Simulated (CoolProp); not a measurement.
Computed with CoolProp (reference Helmholtz-energy equation of state, Thol 2017).

Give the vapour pressure (kPa), liquid density (kg/m³), liquid cp (kJ/(kg K)) of saturated octamethyltrisiloxane (MDM) at 330.6, 344.9, 352 K.


```json
[
 {"T (K)": "330.6", "p (kPa)": "3.21", "liquid density (kg/m³)": "782", "liquid cp (kJ/(kg K))": "1.86"},
 {"T (K)": "344.9", "p (kPa)": "6.34", "liquid density (kg/m³)": "767", "liquid cp (kJ/(kg K))": "1.90"},
 {"T (K)": "352", "p (kPa)": "8.65", "liquid density (kg/m³)": "760", "liquid cp (kJ/(kg K))": "1.91"}
]
```
